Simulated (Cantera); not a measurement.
# Premixed flame

A freely propagating, adiabatic, planar premixed flame of CH3OH : O2 : N2 = 1 : 1.58 : 6.95 (molar parts), equivalence ratio 0.95, unburnt at 425 K and 0.987 atm; mixture-averaged transport, grid criteria slope 0.08 and curve 0.16, no radiation.

Model: GRI-Mech 3.0 (53 species, 325 reactions), integrated in Cantera. GRI-Mech 3.0 was tuned for natural gas; its chemistry of methanol as a main component is partial and can be far from experiment. Burning velocities carry a grid error of a few per cent, more on coarse grids.

| z (mm) | T (K) | u (m/s) | x CH3OH | x O2 | x CH2 | x CH3 | x HCN | x N2O |
|---|---|---|---|---|---|---|---|---|
| -1.18 | 425 | 0.536 | 0.105 | 0.166 | <1e-8 | <1e-8 | <1e-8 | <1e-8 |
| -0.784 | 428 | 0.540 | 0.105 | 0.165 | <1e-8 | <1e-8 | <1e-8 | <1e-8 |
| -0.588 | 437 | 0.554 | 0.104 | 0.164 | <1e-8 | <1e-8 | <1e-8 | <1e-8 |
| -0.392 | 499 | 0.638 | 0.101 | 0.158 | <1e-8 | <1e-8 | <1e-8 | <1e-8 |
| -0.196 | 829 | 1.09 | 0.0764 | 0.130 | <1e-8 | 3.79e-8 | 1.71e-8 | 1.44e-8 |
| -0.0980 | 1184 | 1.59 | 0.0429 | 0.0988 | 1.80e-8 | 3.12e-6 | 4.00e-8 | 3.54e-8 |
| 0 | 1575 | 2.17 | 0.00514 | 0.0617 | 3.91e-6 | 7.06e-5 | 7.88e-8 | 7.11e-8 |
| 0.0980 | 1707 | 2.35 | 2.05e-5 | 0.0405 | 4.87e-7 | 7.66e-6 | 6.97e-8 | 1.05e-7 |
| 0.196 | 1763 | 2.41 | 2.30e-8 | 0.0310 | 1.25e-8 | 2.24e-7 | 2.88e-8 | 1.23e-7 |
| 0.392 | 1838 | 2.50 | <1e-8 | 0.0247 | <1e-8 | <1e-8 | <1e-8 | 1.30e-7 |
| 0.784 | 1924 | 2.60 | <1e-8 | 0.0205 | <1e-8 | <1e-8 | <1e-8 | 1.34e-7 |
| 1.57 | 2005 | 2.70 | <1e-8 | 0.0171 | <1e-8 | <1e-8 | <1e-8 | 1.43e-7 |
| 3.14 | 2069 | 2.77 | <1e-8 | 0.0142 | <1e-8 | <1e-8 | <1e-8 | 1.49e-7 |
x: mole fraction of selected species; z is measured from the peak of heat release.

```json
{
  "laminar_burning_velocity": "53.5 cm/s",
  "thermal_thickness": "0.392 mm",
  "peak x(CH2)": "4.35e-6",
  "peak x(CH3)": "7.28e-5",
  "peak x(HCN)": "8.88e-8",
  "grid_points": "127"
}
```
